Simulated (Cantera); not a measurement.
# Pyrogenic steam for wet oxidation

An isothermal, constant-pressure homogeneous reactor starts with 33.3 % H2, 25.6 % O2, 41.0 % N2, at 1225 K and 0.960 bar.

Cantera simulation using GRI-Mech 3.0 (53 species, 325 reactions); the numbers are that mechanism's predictions, not measurements. The temperature is held fixed by assumption; the heat of reaction is taken as removed at once.

| t (s) | x H2 | x O2 | x O | x H2O | x NO2 | x N2O |
|---|---|---|---|---|---|---|
| 3.00e-5 | 0.112 | 0.158 | 0.0147 | 0.204 | 4.04e-10 | 1.79e-8 |
| 9.53e-5 | 0.00419 | 0.109 | 0.000341 | 0.394 | 5.10e-8 | 8.53e-8 |
| 0.000302 | 0.000933 | 0.108 | 2.94e-5 | 0.399 | 2.59e-7 | 9.58e-8 |
| 0.000960 | 0.000201 | 0.108 | 3.80e-6 | 0.400 | 5.21e-7 | 9.95e-8 |
| 0.00305 | 2.11e-5 | 0.108 | 6.37e-7 | 0.400 | 5.08e-7 | 1.01e-7 |
| 0.00968 | 5.89e-7 | 0.108 | 1.74e-7 | 0.400 | 1.95e-7 | 1.01e-7 |
| 0.0307 | 6.93e-8 | 0.108 | 5.69e-8 | 0.400 | 4.94e-8 | 9.98e-8 |
| 0.0976 | 3.17e-8 | 0.108 | 2.19e-8 | 0.400 | 3.88e-8 | 9.31e-8 |
| 0.310 | 2.66e-8 | 0.108 | 1.45e-8 | 0.400 | 4.80e-8 | 7.36e-8 |
| 0.984 | 2.65e-8 | 0.108 | 1.42e-8 | 0.400 | 4.87e-8 | 3.62e-8 |
| 3.12 | 2.65e-8 | 0.108 | 1.42e-8 | 0.400 | 4.87e-8 | 9.27e-9 |
| 9.92 | 2.65e-8 | 0.108 | 1.42e-8 | 0.400 | 4.87e-8 | 7.17e-9 |
| 31.5 | 2.65e-8 | 0.108 | 1.42e-8 | 0.400 | 4.87e-8 | 7.17e-9 |
| 100 | 2.65e-8 | 0.108 | 1.42e-8 | 0.400 | 4.87e-8 | 7.17e-9 |
x: mole fraction; the columns are a selection and need not sum to one.

Equilibrium at this temperature and pressure: H2 2.65e-8, O2 0.108, O 1.42e-8, H2O 0.400, NO2 1.41e-6, N2O 7.17e-9 (gas phase only).
